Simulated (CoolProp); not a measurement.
Acetone along the isotherm 550 K: density (kg/m³) from the reference equation and from simpler models built on Tc = 508.1 K, pc = 4692 kPa, ω = 0.307; each cubic takes its own stable root.

Computed with CoolProp (reference Helmholtz-energy equation of state, Lemmon 2006). It is a short technical equation, of lower accuracy than the large ones.

```csv
p (kPa),phase,reference,van der Waals,Soave-Redlich-Kwong,Peng-Robinson
733,gas,9.773,9.691,9.708,9.763
1470,gas,20.67,20.33,20.39,20.63
2200,gas,32.78,32.02,32.08,32.66
2930,gas,46.56,45.23,45.20,46.31
3670,gas,62.79,60.84,60.37,62.30
4400,gas,81.85,79.70,77.87,80.94
5130,supercritical,105.3,104.8,98.89,103.5
5870,supercritical,136.1,144.5,125.3,132.1
6600,supercritical,178.1,195.5,157.5,167.0
7330,supercritical,237.2,225.1,193.2,205.8
8070,supercritical,300.5,243.0,225.6,241.7
8800,supercritical,343.9,255.7,250.8,270.3
9530,supercritical,372.7,265.6,270.7,293.1
10300,supercritical,394.6,274.2,287.7,312.7
11000,supercritical,410.1,280.9,300.7,327.7
11700,supercritical,422.9,286.8,312.0,340.7
```
